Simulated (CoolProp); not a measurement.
The numbers come from the reference Helmholtz-energy equation of state, Gao 2020 in CoolProp.

Task: Give the vapour pressure (MPa), liquid density (kg/m³), enthalpy of vaporisation (kJ/kg), surface tension (mN/m) of saturated ammonia at 20.05, 51.75 °C.

Result: 
```tsv
T (°C)	p (MPa)	liquid density (kg/m³)	enthalpy of vaporisation (kJ/kg)	surface tension (mN/m)
20.05	0.858	610	1190	21.6
51.75	2.13	560	1040	14.5
```

Surface tension comes from a separate correlation (Mulero 2012).
